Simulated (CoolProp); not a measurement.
20 sccm (0 °C, 1 atm) of nitrogen bubbles through liquid toluene at 327.3 K and leaves saturated at a total pressure of 0.15 MPa (ideal gas phase). Each further row changes one setting.

Computed with CoolProp (reference Helmholtz-energy equation of state, Lemmon 2006). It is a short technical equation, of lower accuracy than the large ones.

```json
[
 {"case": "as stated", "vapour pressure (kPa)": "14.6", "mole fraction of vapour": "0.0975", "delivery (mg/min)": "8.88", "delivery (sccm)": "(withheld)", "change of delivery for a bath 1 K warmer (%)": "(withheld)"},
 {"case": "bath temperature 332.3 K", "vapour pressure (kPa)": "(withheld)", "mole fraction of vapour": "0.119", "delivery (mg/min)": "(withheld)", "delivery (sccm)": "2.71", "change of delivery for a bath 1 K warmer (%)": "4.6"},
 {"case": "total pressure 0.3 MPa", "vapour pressure (kPa)": "14.6", "mole fraction of vapour": "0.0488", "delivery (mg/min)": "4.21", "delivery (sccm)": "1.03", "change of delivery for a bath 1 K warmer (%)": "(withheld)"}
]
```

### Question
Fill in the missing entries.

### Answer

- as stated, delivery (sccm): 2.16
- as stated, change of delivery for a bath 1 K warmer (%): 4.7
- bath temperature 332.3 K, vapour pressure (kPa): 17.9
- bath temperature 332.3 K, delivery (mg/min): 11.2
- total pressure 0.3 MPa, change of delivery for a bath 1 K warmer (%): 4.4
